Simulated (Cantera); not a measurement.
Feed: 1 mol Al₂O₃, 0.79 mol H₂, held at 2548 K and 0.133 bar.

Cantera equilibrium calculation (NASA polynomials, part measured and part estimated; ideal gas, pure solids and liquids). Candidate condensed phases: Al, Al₂O₃, H₂O; 19 gas species. The tables' values for AlOH are old estimates; treat these amounts as uncertain. Rates play no part.

Base state: H₂ 0.903, H 0.0805, H₂O 0.00985, Al 0.00371, Al₂O 0.00193, AlOH 0.000684, OH 0.000192, AlO 0.000163 (mole fractions); condensed: Al₂O₃(l).

Q: What changes in the equilibrium state with this change: temperature from 2548 K to 1400 K?

A: 
```
species          before    after
-------------  --------  -------
H₂                0.903    1.000
H                0.0805  1.33e-5
H₂O             0.00985  7.87e-8
Al              0.00371  2.98e-8
Al₂O            0.00193  1.73e-9
AlOH           0.000684  1.23e-9
OH             0.000192    <1e-9
AlO            0.000163    <1e-9
Al₂O₃(l), mol     0.996        0
Al₂O₃(s), mol         0     1.00
```
